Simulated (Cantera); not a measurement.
A Cantera script and what it prints.

```python
import numpy as np
import cantera as ct

gas_names = """
    F F2 H HF H2 H2F2 H3F3 H4F4 H5F5 H6F6 H7F7 N NF NF2 NF3 NH NH2 NH3 N2 N2H2 N2H4 Si SiF SiF2 SiF3
    SiF4 SiH SiHF3 SiH2 SiH2F2 SiH3 SiH3F SiH4 SiN Si2 Si2N Si3
""".split()
cond_names = """
    Si(cr) Si(L) Si3N4(a)
""".split()


# ... load() reads the species with a 1 bar reference pressure and builds the phases ...
atoms = {
    'Si': {'Si': 1},
    'NF3': {'N': 1, 'F': 3},
    'H2': {'H': 2},
}
top_T = {'Si3N4(a)': 2400}  # K; cautious upper limits of use, not melting points


# ... equilibrate(T, P, feed) seeds the gas with the atoms and calls Mixture.equilibrate('TP', solver="vcs", rtol=1e-11, max_steps=5000) ...
results = []
T = 948  # K
P = 12  # Pa
for m in [0.51, 1.2, 1.9, 2.7, 3.4, 4.1, 4.8, 5.5]:
    feed = {'Si': 1, 'NF3': m, 'H2': 5.5}  # mol
    mix = equilibrate(T, P, feed)
    results.append((T, P, feed, dict(zip(mix.species_names, mix.species_moles))))
    x = sorted(zip(gas.X, gas.species_names), reverse=True)
    print(f"T = {T:g} K  P = {P:g} Pa  n(NF3) = {m:g} mol  gas = {mix.phase_moles(0):.4g} mol")
    print("   x: " + "  ".join(f"{s} {v:.3e}" for v, s in x if v > 1e-06))
    print("   condensed (mol): " + ("  ".join(f"{mix.phase(i).name} {mix.phase_moles(i):.4g}"
          for i in range(1, mix.n_phases) if mix.phase_moles(i) > 1e-12) or "none"))
```

Result:

```
T = 948 K  P = 12 Pa  n(NF3) = 0.51 mol  gas = 5.881 mol
   x: H2 9.345e-01  SiF4 6.383e-02  SiHF3 1.242e-03  SiF3 3.372e-04  HF 4.217e-05  SiH2F2 1.313e-05  SiF2 4.670e-06
   condensed (mol): Si(cr) 0.2327  Si3N4(a) 0.1275
T = 948 K  P = 12 Pa  n(NF3) = 1.2 mol  gas = 6.934 mol
   x: H2 7.928e-01  SiF4 1.295e-01  N2 7.684e-02  HF 6.353e-04  SiHF3 1.419e-04  SiF3 4.183e-05
   condensed (mol): Si3N4(a) 0.03359
T = 948 K  P = 12 Pa  n(NF3) = 1.9 mol  gas = 8.3 mol
   x: H2 5.602e-01  HF 2.048e-01  SiF4 1.205e-01  N2 1.145e-01
   condensed (mol): none
T = 948 K  P = 12 Pa  n(NF3) = 2.7 mol  gas = 9.9 mol
   x: HF 4.141e-01  H2 3.485e-01  N2 1.364e-01  SiF4 1.010e-01
   condensed (mol): none
T = 948 K  P = 12 Pa  n(NF3) = 3.4 mol  gas = 11.3 mol
   x: HF 5.487e-01  H2 2.124e-01  N2 1.504e-01  SiF4 8.850e-02
   condensed (mol): none
T = 948 K  P = 12 Pa  n(NF3) = 4.1 mol  gas = 12.7 mol
   x: HF 6.535e-01  N2 1.614e-01  H2 1.063e-01  SiF4 7.874e-02
   condensed (mol): none
T = 948 K  P = 12 Pa  n(NF3) = 4.8 mol  gas = 14.1 mol
   x: HF 7.376e-01  N2 1.702e-01  SiF4 7.092e-02  H2 2.128e-02
   condensed (mol): none
T = 948 K  P = 12 Pa  n(NF3) = 5.5 mol  gas = 16.24 mol
   x: HF 6.771e-01  N2 1.693e-01  F 9.171e-02  SiF4 6.156e-02  F2 3.107e-04
   condensed (mol): none
```

Method: chemical equilibrium by Gibbs-energy minimisation in Cantera with the NASA 1993 tables (ideal gas, pure condensed phases). The tables' values for SiF3 are old estimates; treat these amounts as uncertain.
